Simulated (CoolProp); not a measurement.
R1234ze(E) along the isobar 5.06 MPa: Z from the reference equation and from simpler models built on Tc = 382.5 K, pc = 3.635 MPa, ω = 0.313; each cubic takes its own stable root.

Model: reference Helmholtz-energy equation of state, Thol 2016, in CoolProp.

| T (K) | phase | reference | van der Waals | Soave-Redlich-Kwong |
|---|---|---|---|---|
| 269.5 | liquid | 0.2034 | 0.3324 | 0.2236 |
| 282 | liquid | 0.1998 | 0.3252 | 0.2201 |
| 294.6 | liquid | 0.1970 | 0.3193 | 0.2177 |
| 307.1 | liquid | 0.1952 | 0.3149 | 0.2168 |
| 319.7 | liquid | 0.1944 | 0.3119 | 0.2174 |
| 332.2 | liquid | 0.1949 | 0.3106 | 0.2199 |
| 344.7 | liquid | 0.1968 | 0.3112 | 0.2248 |
| 357.3 | liquid | 0.2011 | 0.3142 | 0.2335 |
| 369.8 | liquid | 0.2092 | 0.3205 | 0.2482 |
| 382.4 | liquid | 0.2257 | 0.3320 | 0.2755 |
| 394.9 | supercritical | 0.2729 | 0.3529 | 0.3380 |
| 407.5 | supercritical | 0.4346 | 0.3950 | 0.4760 |
| 420 | supercritical | 0.5537 | 0.4754 | 0.5837 |
